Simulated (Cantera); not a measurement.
What does this Cantera script print?

```python
import numpy as np
import cantera as ct

gas = ct.Solution("gri30.yaml")
gas.TPX = 1125, 40000, {'CO': 0.0012, 'O2': 0.065, 'H2O': 0.032, 'N2': 1}
reactor = ct.IdealGasConstPressureReactor(gas, energy="off", clone=False)
net = ct.ReactorNet([reactor])
net.rtol, net.atol = 1e-08, 1e-18
show = ['CO', 'O2', 'H2O', 'CO2', 'H', 'OH']
times = np.geomspace(0.0002, 9, 12)

steps = ct.SolutionArray(gas, extra=["t"])
rows = []
print(f"{'t/s':>10s}{'T/K':>9s}{'P/Pa':>11s}" + "".join(f"{s:>11s}" for s in show))
for t in times:
    while net.time < t:
        t_next = net.step()
        steps.append(gas.state, t=t_next)
    rows.append([np.interp(t, steps.t, y) for y in (steps.T, steps.P, *steps(*show).X.T)])
    print(f"{t:10.3e}{rows[-1][0]:9.1f}{rows[-1][1]:11.4g}" + "".join(f"{x:11.3e}" for x in rows[-1][2:]))
rate = np.gradient(steps.T, steps.t)
print("integrator steps:", len(steps.t))
if steps.T.max() > steps.T[0] + 200:
    print(f"time of steepest temperature rise: {steps.t[rate.argmax()]:.4e} s")
gas.TPX = 1125, 40000, {'CO': 0.0012, 'O2': 0.065, 'H2O': 0.032, 'N2': 1}
gas.equilibrate("TP")
print(f"equilibrium (TP): T = {gas.T:.1f} K  " + "  ".join(f"{s} {gas[s].X[0]:.3e}" for s in show))
```

Result:

```
       t/s      T/K       P/Pa         CO         O2        H2O        CO2          H         OH
 2.000e-04   1125.0      4e+04  1.093e-03  5.919e-02  2.914e-02  7.382e-11  5.965e-13  2.266e-11
 5.297e-04   1125.0      4e+04  1.093e-03  5.919e-02  2.914e-02  2.174e-10  3.444e-12  1.150e-10
 1.403e-03   1125.0      4e+04  1.093e-03  5.919e-02  2.914e-02  9.017e-10  2.106e-11  6.689e-10
 3.716e-03   1125.0      4e+04  1.093e-03  5.919e-02  2.914e-02  1.029e-08  2.432e-10  7.622e-09
 9.843e-03   1125.0      4e+04  1.091e-03  5.919e-02  2.914e-02  2.157e-06  4.926e-08  1.504e-06
 2.607e-02   1125.0      4e+04  5.413e-04  5.891e-02  2.911e-02  5.517e-04  2.575e-06  4.947e-05
 6.905e-02   1125.0      4e+04  1.086e-04  5.872e-02  2.914e-02  9.846e-04  2.595e-07  2.418e-05
 1.829e-01   1125.0      4e+04  1.587e-05  5.868e-02  2.915e-02  1.077e-03  1.749e-08  1.038e-05
 4.844e-01   1125.0      4e+04  1.880e-06  5.867e-02  2.915e-02  1.091e-03  1.087e-09  4.316e-06
 1.283e+00   1125.0      4e+04  1.695e-07  5.867e-02  2.915e-02  1.093e-03  8.092e-11  1.907e-06
 3.398e+00   1125.0      4e+04  8.512e-09  5.867e-02  2.915e-02  1.093e-03  9.458e-12  9.605e-07
 9.000e+00   1125.0      4e+04  1.283e-10  5.867e-02  2.915e-02  1.093e-03  2.422e-12  5.995e-07
integrator steps: 1206
equilibrium (TP): T = 1125.0 K  CO 1.905e-11  O2 5.864e-02  H2O 2.915e-02  CO2 1.093e-03  H 1.520e-12  OH 4.998e-07
```

Computed with Cantera and GRI-Mech 3.0 (53 species, 325 reactions).
